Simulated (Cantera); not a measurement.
A Cantera script and its output.

```python
import numpy as np
import cantera as ct

gas = ct.Solution("gri30.yaml")
gas.TPX = 725, 1300000, {'CH4': 1, 'O2': 1.33, 'N2': 5.01}
inlet = ct.Reservoir(gas, clone=True)
gas.equilibrate("HP")  # start burning
reactor = ct.IdealGasConstPressureReactor(gas, energy="on", clone=False)
exhaust = ct.Reservoir(gas, clone=True)
tau = [0.03, 0.014, 0.0065, 0.003, 0.0014, 0.00064, 0.0003, 0.00014, 6.4e-05][0]
for a, b in ((inlet, reactor), (reactor, exhaust)):
    ct.MassFlowController(a, b, mdot=lambda t: reactor.mass / tau)
net = ct.ReactorNet([reactor])
show = ['CH4', 'O2', 'CH2', 'CH2O', 'C2H', 'HCO']

rows = []
print(f"{'tau/s':>10s}{'T/K':>9s}" + "".join(f"{s:>11s}" for s in show))
for tau in [0.03, 0.014, 0.0065, 0.003, 0.0014, 0.00064, 0.0003, 0.00014, 6.4e-05]:
    net.initial_time = 0.0
    net.advance(30 * tau)
    before = gas.X
    net.advance(40 * tau)
    drift = np.max(np.abs(gas.X - before) / (gas.X + 1e-9))
    rows.append([gas.T, *gas[show].X, drift])
    print(f"{tau:10.3e}{gas.T:9.1f}" + "".join(f"{x:11.3e}" for x in gas[show].X))
```

Output:

```
     tau/s      T/K        CH4         O2        CH2       CH2O        C2H        HCO
 3.000e-02   2214.7  2.767e-04  4.193e-05  2.876e-07  1.279e-06  4.338e-09  1.488e-07
 1.400e-02   2215.4  5.294e-04  8.695e-05  5.855e-07  2.527e-06  1.596e-08  1.643e-07
 6.500e-03   2216.6  9.603e-04  1.806e-04  1.162e-06  4.898e-06  5.219e-08  1.927e-07
 3.000e-03   2218.1  1.618e-03  3.735e-04  2.229e-06  9.227e-06  1.447e-07  2.459e-07
 1.400e-03   2218.7  2.495e-03  7.544e-04  4.060e-06  1.669e-05  3.276e-07  3.433e-07
 6.400e-04   2216.0  3.640e-03  1.533e-03  7.168e-06  3.000e-05  6.307e-07  5.316e-07
 3.000e-04   2205.8  5.060e-03  3.032e-03  1.174e-05  5.248e-05  1.008e-06  8.755e-07
 1.400e-04   2179.0  7.133e-03  6.148e-03  1.760e-05  9.400e-05  1.349e-06  1.524e-06
 6.400e-05   2099.4  1.182e-02  1.478e-02  2.049e-05  1.993e-04  1.243e-06  2.790e-06
```

Model: GRI-Mech 3.0 (53 species, 325 reactions), integrated in Cantera. The pressure lies above the range GRI-Mech 3.0 was tuned for (to about 10 atm).
